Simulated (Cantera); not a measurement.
Feed: 1 mol C₃H₆, 0.045 mol CO₂, at 240000 Pa.

These are equilibrium values from Cantera (NASA tables, ideal gas, pure condensed phases), not measurements of a reactor. Candidate condensed phases: C, C₆H₆, C₇H₈, C₈H₁₈, H₂O; 110 gas species. Kinetics and transport are ignored.

x: gas mole fraction; n: condensed amount in mol.

```
T (°C)   x H₂    x CH₄    x CO     x H₂O     x CO₂      x C₂H₄  n C(graphite)
------  -----  -------  ------  --------  --------  ----------  -------------
825     0.898   0.0707  0.0259   0.00513  0.000147  (withheld)           2.77
850     0.911   0.0584  0.0269   0.00387  0.000105  (withheld)           2.80
875     0.921   0.0484  0.0275   0.00293   7.41e-5  (withheld)           2.82
900     0.929   0.0403  0.0280   0.00222   5.26e-5  (withheld)           2.84
925     0.936   0.0337  0.0284   0.00169   3.76e-5  (withheld)           2.86
950     0.942   0.0284  0.0286   0.00130   2.71e-5  (withheld)           2.87
975     0.946   0.0240  0.0288   0.00101   1.97e-5     3.09e-6           2.89
1000    0.950   0.0203  0.0289  0.000785   1.44e-5     3.34e-6           2.90
1025    0.953   0.0174  0.0290  0.000617   1.07e-5     3.59e-6           2.90
1050    0.956   0.0149  0.0291  0.000489   8.01e-6     3.84e-6           2.91
1075    0.958   0.0128  0.0291  0.000390   6.06e-6     4.10e-6           2.92
1100    0.959   0.0111  0.0291  0.000314   4.63e-6     4.36e-6           2.92
1125    0.961  0.00968  0.0292  0.000255   3.57e-6     4.63e-6           2.93
```

### Question
Some entries are withheld; supply them.

### Answer

- 825, x C₂H₄: 1.72e-6
- 850, x C₂H₄: 1.93e-6
- 875, x C₂H₄: 2.16e-6
- 900, x C₂H₄: 2.38e-6
- 925, x C₂H₄: 2.62e-6
- 950, x C₂H₄: 2.85e-6
